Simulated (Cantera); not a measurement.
An isothermal plug-flow reactor at 773 K and 0.276 atm (inlet), inlet velocity 0.18 m/s, active area per volume 4300 1/m; feed CH4 : O2 : N2 = 0.0068 : 0.11 : 0.79 (molar parts), equivalence ratio 0.12.

Computed with Cantera and Deutschmann's 1995 Pt surface mechanism with GRI-Mech 3.0 gas chemistry. Catalytic surfaces can have several steady states; this one follows from the mechanism file's or the stated starting coverage. Mass transfer to the wall is taken as infinitely fast.

Problem. What does this change do: temperature 773 to 1150 K?

Solution. 
| quantity | before | after |
|---|---|---|
| x(CH4) at z = 0.0083 m | 0.00545 | 1.24e-11 |
| x(O2) at z = 0.0083 m | 0.117 | 0.106 |
| x(H2O) at z = 0.0083 m | 0.00410 | 0.0150 |
| x(CO2) at z = 0.0083 m | 0.00205 | 0.00749 |
| x(CO) at z = 0.0083 m | 6.93e-7 | 1.68e-10 |
| θ(free Pt) at the exit | 0.0409 | 0.446 |
| θ(O*) at the exit | 0.958 | 0.553 |

Problem. What does this change do: area per volume 4300 to 1400 1/m?

Solution. 
| quantity | before | after |
|---|---|---|
| x(CH4) at z = 0.0083 m | 0.00545 | 0.00676 |
| x(O2) at z = 0.0083 m | 0.117 | 0.120 |
| x(H2O) at z = 0.0083 m | 0.00410 | 0.00147 |
| x(CO2) at z = 0.0083 m | 0.00205 | 0.000734 |
| x(CO) at z = 0.0083 m | 6.93e-7 | 8.58e-7 |
| θ(free Pt) at the exit | 0.0409 | 0.0406 |
| θ(O*) at the exit | 0.958 | 0.959 |
